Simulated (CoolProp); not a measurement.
p-xylene along the isobar 1.95 MPa: fugacity coefficient from the reference equation and from simpler models built on Tc = 616.2 K, pc = 3.532 MPa, ω = 0.324; each cubic takes its own stable root.

Computed with CoolProp (reference Helmholtz-energy equation of state, Zhou 2012).

| T (K) | phase | reference |
|---|---|---|
| 487.4 | liquid | 0.2555 |
| 500.6 | liquid | 0.3142 |
| 513.9 | liquid | 0.3809 |
| 527.2 | liquid | 0.4551 |
| 540.4 | liquid | 0.5358 |
| 553.7 | liquid | 0.6234 |
| 567 | liquid | 0.7165 |
| 580.2 | gas | 0.7539 |
| 593.5 | gas | 0.7731 |
| 606.7 | gas | 0.7898 |
| 620 | gas | 0.8047 |

How far does each simpler model (van der Waals, Redlich-Kwong, Soave-Redlich-Kwong, Peng-Robinson) lie from the reference over these 11 states: mean and median of the absolute difference, and the worst?


- van der Waals: mean 41.7 %, median 26.3 %, worst +118.8 % at 487.4 K and 1.95 MPa
- Redlich-Kwong: mean 18.2 %, median 17.7 %, worst +44.8 % at 487.4 K and 1.95 MPa
- Soave-Redlich-Kwong: mean 3.9 %, median 4.5 %, worst +5.0 % at 527.2 K and 1.95 MPa
- Peng-Robinson: mean 1.3 %, median 1.8 %, worst +2.1 % at 527.2 K and 1.95 MPa

At some of these states van der Waals, Redlich-Kwong gives the other phase, because its saturation line lies elsewhere.
